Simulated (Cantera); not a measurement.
Charge: 1 mol SiO2, 2.3 mol SiCl4, 2.2 mol O2, held at 0.100 bar.

Cantera equilibrium calculation (NASA polynomials, part measured and part estimated; ideal gas, pure solids and liquids). Candidate condensed phases: Si, SiO2; 15 gas species. The tables hold silica as quartz up to 1696 K and as liquid above; real silica turns to tridymite and cristobalite and melts near 1996 K. Rates play no part.

Over these rows the condensed part is SiO2(β-quartz). Partial pressures as log10 of bar:

| T (K) | 1000/T (1/K) | log p O2 | log p Cl2 | log p Cl | log p SiCl4 |
|---|---|---|---|---|---|
| 1150 | 0.8696 | -8.11 | -1.01 | -3.07 | -2.66 |
| 1225 | 0.8163 | ? | -1.02 | -2.72 | -2.66 |
| 1300 | 0.7692 | -6.85 | -1.03 | -2.42 | -2.66 |
| 1375 | 0.7273 | -6.33 | -1.04 | -2.15 | -2.67 |
| 1450 | 0.6897 | -5.89 | -1.07 | -1.92 | -2.68 |
| 1525 | 0.6557 | -5.52 | -1.10 | -1.71 | -2.70 |

### Question
Fit log p(O2) = a + b·(1000/T) to the five rows, give the apparent enthalpy, and predict the row at 1225 K.

### Answer
Means: 1000/T = 0.7423, log p = -6.540. Sxy = -0.333872, Sxx = 0.0274202, so b = -12.18 and a = -6.540 − (-12.18)×0.7423 = 2.50.
Apparent enthalpy: −19.145 × (-12.18) = 233 kJ/mol. With the condensed phases at unit activity, SiO2(β-quartz) + 2 Cl2(g) = O2(g) + SiCl4(g) links this pressure to the main gases: over the six rows their terms move log p by -0.14 in all, so the slope isn't that reaction's ΔH° alone. The five rows lie within 0.03 of the line.
Prediction at 1225 K: 2.50 + (-12.18)×0.8163 = -7.44. The computed value is -7.44, 0.00 from the line.
